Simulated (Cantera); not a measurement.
Charge: 1 mol C3H8, 0.19 mol H2O, 0.55 mol NH3, at 10.0 mbar.

Method: chemical equilibrium by Gibbs-energy minimisation in Cantera with the NASA 1993 tables (ideal gas, pure condensed phases). Candidate condensed phases: C, C6H6, C7H8, C8H18, H2O; 169 gas species. Ions and electrons are included (thermal ionisation). Kinetics and transport are ignored.

Task: Which condensed phases are stable at each of these points (T (K)): 2000, 2500, 3000, 3500, 4000, 4500, 5000?

Result: 
```tsv
T (K)	condensed phases	C condensed (%)
2000	C(graphite)	92.8
2500	C(graphite)	87.8
3000	C(graphite)	43.4
3500	gas only	0.0
4000	gas only	0.0
4500	gas only	0.0
5000	gas only	0.0
```

From 2000 K to 3000 K the condensed part is C(graphite). From 3500 K to 5000 K nothing is condensed.
